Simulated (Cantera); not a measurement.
Input: 1 mol SO2, a varied amount of H2O, at 1573.15 K and 1 atm.

Cantera equilibrium calculation (NASA polynomials, part measured and part estimated; ideal gas, pure solids and liquids). Candidate condensed phases: H2O, H2SO4, S; 19 gas species. Equilibrium is a limit: real reactors are often held back by kinetics, nucleation or transport.

**Question.** At 0.76 mol H2O, list the 7 most abundant gas species with their mole fractions, and the condensed phases.

**Answer.** SO2 0.568, H2O 0.432, H2 0.000235, SO3 0.000131, O2 7.68e-5, SO 6.97e-5, OH 4.11e-5. Condensed: gas only.
